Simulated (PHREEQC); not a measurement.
0.025 g of hydrous ferric oxide (600 m²/g; 0.2 weak and 0.005 strong sites per Fe, Dzombak-Morel constants, diffuse double layer) in 1 kg of water with 0.005 mol/kgw of an inert sodium salt and 0.00087 mmol/kgw H3BO3 and 0.0013 mmol/kgw MgCl2, at 25 °C; the pH is set by adding NaOH or the inert anion's acid. Oxygen is held at 0.21 atm. The system is closed to CO2. Precipitation was switched off in this run.

Base run: PHREEQC, ion-association model, wateq4f.dat. Each further column changes one thing. The table gives Mg sorbed (%).

```tsv
pH	base	no electrostatic term (-no_edl)	background salt from 0.005 to 0.0005 mol/kgw	oxide from 0.025 to 0.12 g/kgw
3	0.0	0.0	0.0	0.0
4	0.0	0.0	0.0	0.0
5.5	0.0	0.0	0.0	0.0
6.5	0.0	0.0	0.0	0.0
7.5	0.7	…	0.8	3.1
8.5	36.5	18.8	…	…
10	99.7	…	99.8	99.9
11	100.0	40.0	100.0	100.0
```

Question: Fill in the missing entries.

Answer: 
- 7.5, no electrostatic term (-no_edl): 2.0
- 8.5, background salt from 0.005 to 0.0005 mol/kgw: 41.6
- 8.5, oxide from 0.025 to 0.12 g/kgw: 73.9
- 10, no electrostatic term (-no_edl): 44.2

The oxide is taken as insoluble; below pH 4 it would dissolve.
